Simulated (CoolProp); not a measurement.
Properties of n-perfluorohexane along the isotherm 450 K (Tc = 448.0 K, pc = 1.742 MPa, ω = 0.497).

Computed with CoolProp (reference Helmholtz-energy equation of state, Gao 2022).

```tsv
p (MPa)	phase	cp (kJ/(kg K))	isothermal compressibility (1/MPa)	fugacity coefficient
0.00275	gas	1.007	363.8	0.9995
0.00465	gas	1.007	215.3	0.9991
0.00784	gas	1.007	127.7	0.9984
0.0132	gas	1.008	75.96	0.9974
0.0223	gas	1.008	45.04	0.9956
0.0377	gas	1.009	26.73	0.9925
0.0636	gas	1.010	15.93	0.9874
0.107	gas	1.011	9.554	0.9789
0.181	gas	1.015	5.742	0.9644
0.306	gas	1.021	3.500	0.9399
0.516	gas	1.035	2.202	0.8992
0.871	gas	1.071	1.494	0.8310
```
